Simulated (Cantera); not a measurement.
Input: 1 mol Si₂Cl₆, 4.2 mol NH₃, 56 mol N₂, equilibrated at 0.190 bar.

Equilibrium computed with Cantera from the NASA thermochemical tables; the gas is ideal and each condensed phase is pure. Candidate condensed phases: NH₄Cl, Si, Si₃N₄; 28 gas species. The feed counts by its element totals alone. The tables' values for SiCl₃, SiCl are old estimates; treat these amounts as uncertain. The numbers say what is thermodynamically allowed, not how fast it happens.

x: gas mole fraction; n: condensed amount in mol.

```csv
T (°C),x N₂,x HCl,x H₂,x SiCl₂,x SiCl₄,n Si₃N₄(s)
1075,0.861,0.0846,0.0531,0.000179,0.00127,0.629
1125,0.861,0.0843,0.0532,0.000410,0.00113,0.624
1175,0.861,0.0835,0.0535,0.000866,0.000979,0.614
1225,0.861,0.0820,0.0543,0.00169,0.000810,0.596
1275,0.861,0.0794,0.0555,0.00305,0.000628,0.566
1325,0.861,0.0756,0.0572,0.00503,0.000450,[?]
1375,0.861,0.0707,0.0595,0.00762,0.000296,[?]
1425,0.861,0.0649,0.0621,0.0107,0.000180,[?]
1475,0.861,0.0586,0.0650,0.0140,0.000103,[?]
1525,0.861,0.0523,0.0680,0.0174,5.57e-5,[?]
```

Task: What belongs in the gaps?

Result: 
- 1325, n Si₃N₄(s): 0.523
- 1375, n Si₃N₄(s): 0.468
- 1425, n Si₃N₄(s): 0.403
- 1475, n Si₃N₄(s): 0.332
- 1525, n Si₃N₄(s): 0.260
